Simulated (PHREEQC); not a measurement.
## Hard or scaling water: an equilibrium model

Solution (25 °C): 0.091 mol/kgw CaCl2, 0.00012 mol/kgw NaF and 0.0065 mol/kgw NaCl. Closed to the air; pH follows from the charge balance.

Computed with PHREEQC (ion-association model, phreeqc.dat).

This is a speciation only: nothing precipitates in the calculation.

Q: What pH does the model give?

A: pH 6.91.

Examples of supersaturated solids here: Fluorite. Others may be too.
